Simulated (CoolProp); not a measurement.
Aqueous propylene glycol as a coolant, 42 % by mass, freezing at -22.5 °C, 1 atm.

Computed with CoolProp (Melinder's fits for secondary coolants).

| T (°C) | density (kg/m³) | Prandtl number | viscosity (mPa s) | conductivity (W/(m K)) |
|---|---|---|---|---|
| -10.9 | 1049 | 253 | 26.5 | 0.374 |
| -6 | 1047 | 181 | 19.1 | 0.377 |
| -1 | 1045 | 132 | 13.9 | 0.379 |
| 3.9 | 1042 | 99.2 | 10.5 | 0.382 |
| 8.8 | 1040 | 76.0 | 8.05 | 0.385 |
| 13.8 | 1037 | 59.1 | 6.28 | 0.388 |
| 18.7 | 1035 | 47.0 | 5.01 | 0.391 |
| 23.6 | 1032 | 38.1 | 4.07 | 0.394 |
| 28.5 | 1029 | 31.4 | 3.36 | 0.397 |
| 33.5 | 1026 | 26.1 | 2.81 | 0.400 |
